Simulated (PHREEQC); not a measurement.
Solution (25 °C): 0.017 mol/kgw CaCl2, 0.026 mol/kgw KNO3 and 0.00017 mol/kgw Al(NO3)3. Closed to the air; pH follows from the charge balance.

Equilibrium calculation in PHREEQC: ion-association model, wateq4f.dat.

Each row changes one thing in this solution. No solid was allowed to form.

| case | pH | Al(OH)3 (mol/kgw) | Al(OH)4- (mol/kgw) | SI of Boehmite (AlOOH) | SI of Gibbsite (Al(OH)3) |
|---|---|---|---|---|---|
| as made | 4.57 | 1.60e-8 | 1.43e-9 | +0.57 | +1.04 |
| temperature from 25 to 65 °C | 4.03 | 3.65e-7 | 2.44e-8 | +1.15 | +1.16 |
| 0.00028 mol/kgw NaHCO3 added | 5.56 | 3.30e-6 | 2.88e-6 | +2.88 | +3.36 |
| CaCl2 from 0.017 to 0.0187 mol/kgw | 4.57 | 1.59e-8 | 1.44e-9 | +0.57 | +1.04 |
| diluted 5-fold with water | 4.84 | 3.10e-8 | 4.59e-9 | +0.85 | +1.32 |
| 0.00036 mol/kgw Mg(NO3)2 added | 4.57 | 1.60e-8 | 1.43e-9 | +0.57 | +1.04 |
| diluted 100-fold with water | 5.56 | 5.47e-8 | 3.84e-8 | +1.09 | +1.57 |
| diluted 10-fold with water | 4.97 | 3.81e-8 | 7.37e-9 | +0.94 | +1.41 |
| 0.037 mol/kgw NaOH added | 12.40 | 2.69e-11 | 0.000170 | -2.20 | -1.73 |

Complexes and solids missing from the database can't appear. Some of these states are supersaturated (in Gibbsite (slow to form), Boehmite (slow to form), Al(OH)3(a), for instance). Away from 25 °C the constants follow the database's enthalpies or fits; those with neither stay at their 25 °C values.
